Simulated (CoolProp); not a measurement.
A closed Brayton cycle with nitrogen: compressor inlet 323.15 K and 1.8 MPa, high pressure 3.28 MPa, turbine inlet 695 K, compressor efficiency 0.8, turbine efficiency 0.9, recuperator effectiveness 0 (on enthalpy, no pinch check). Each further row changes one setting.

Values from CoolProp's reference Helmholtz-energy equation of state, Span 2000.

```csv
case,thermal efficiency (%),net work (kJ/kg),compressor to turbine work,compressor exit (K),turbine exit (K)
as stated,7.8,25.0,0.76,398.9,600.1
turbine inlet 645 K,6.6,17.4,0.82,398.9,…
compressor inlet 333.15 K,7.3,22.4,0.78,411.2,600.1
high pressure 2.79 MPa,6.2,…,…,…,…
recuperator effectiveness 0.5,11.7,25.0,0.76,398.9,600.1
```

**Question.** What belongs in the gaps?

**Answer.** 
- turbine inlet 645 K, turbine exit (K): 556.1
- high pressure 2.79 MPa, net work (kJ/kg): 21.2
- high pressure 2.79 MPa, compressor to turbine work: 0.73
- high pressure 2.79 MPa, compressor exit (K): 377.2
- high pressure 2.79 MPa, turbine exit (K): 624.4
